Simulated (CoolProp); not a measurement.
Vapour pressure (MPa) of n-perfluorohexane: the reference equation beside estimates from Tc = 174.9 °C, pc = 1.742 MPa, ω = 0.497.

The numbers come from the reference Helmholtz-energy equation of state, Gao 2022 in CoolProp.

```csv
T (°C),reference,Lee-Kesler,Soave-Redlich-Kwong,Peng-Robinson
50.95,0.08180,0.08191,0.08193,0.08218
61.45,0.1170,0.1174,0.1176,0.1174
71.95,0.1631,0.1637,0.1644,0.1635
82.45,0.2219,0.2231,0.2245,0.2226
92.95,(withheld),(withheld),0.3003,0.2973
103.45,0.3872,0.3895,0.3944,0.3899
113.85,0.4973,0.5006,0.5081,(withheld)
124.35,0.6313,0.6358,(withheld),0.6390
134.85,0.7915,0.7975,0.8115,0.8029
145.35,0.9819,0.9899,1.006,0.9974
155.85,1.208,1.218,1.234,1.226
166.35,1.478,1.488,1.498,1.494
```

Question: Complete the blanks.

Answer: 
- 92.95, reference: 0.2959
- 92.95, Lee-Kesler: 0.2975
- 113.85, Peng-Robinson: 0.5021
- 124.35, Soave-Redlich-Kwong: 0.6465

Absolute difference from the reference over all 12 rows, mean and median: Lee-Kesler 0.6 and 0.6 %, Soave-Redlich-Kwong 1.6 and 1.7 %, Peng-Robinson 0.9 and 0.8 %.
